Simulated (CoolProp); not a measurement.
A simple Rankine cycle with cyclopropane: condensing at 307.15 K, boiler at 2.95 MPa, turbine inlet 401.2 K, turbine efficiency 0.85, pump efficiency 0.6, no recuperator. Each further row changes one setting.

Model: reference Helmholtz-energy equation of state, Polt 1992, in CoolProp. This equation is an older, rougher fit; its heat capacities, sound speeds and derivatives of the liquid may be far off and weren't checked against measurements.

```json
[
 {"case": "as stated", "thermal efficiency (%)": "11.0", "net work (kJ/kg)": "?", "heat in (kJ/kg)": "513", "turbine exit temperature (K)": "346.4", "volume ratio over the turbine": "?"},
 {"case": "turbine inlet 421.2 K", "thermal efficiency (%)": "?", "net work (kJ/kg)": "62.0", "heat in (kJ/kg)": "558", "turbine exit temperature (K)": "369.0", "volume ratio over the turbine": "3.13"},
 {"case": "condensing temperature 299.15 K", "thermal efficiency (%)": "12.5", "net work (kJ/kg)": "66.5", "heat in (kJ/kg)": "531", "turbine exit temperature (K)": "337.6", "volume ratio over the turbine": "?"},
 {"case": "boiler pressure 2.06 MPa", "thermal efficiency (%)": "?", "net work (kJ/kg)": "?", "heat in (kJ/kg)": "?", "turbine exit temperature (K)": "365.6", "volume ratio over the turbine": "2.18"},
 {"case": "turbine efficiency 0.75", "thermal efficiency (%)": "9.6", "net work (kJ/kg)": "49.0", "heat in (kJ/kg)": "513", "turbine exit temperature (K)": "350.6", "volume ratio over the turbine": "3.21"}
]
```

Task: Some entries are withheld; supply them.

Result: 
- as stated, net work (kJ/kg): 56.3
- as stated, volume ratio over the turbine: 3.16
- turbine inlet 421.2 K, thermal efficiency (%): 11.1
- condensing temperature 299.15 K, volume ratio over the turbine: 3.84
- boiler pressure 2.06 MPa, thermal efficiency (%): 8.1
- boiler pressure 2.06 MPa, net work (kJ/kg): 43.1
- boiler pressure 2.06 MPa, heat in (kJ/kg): 533
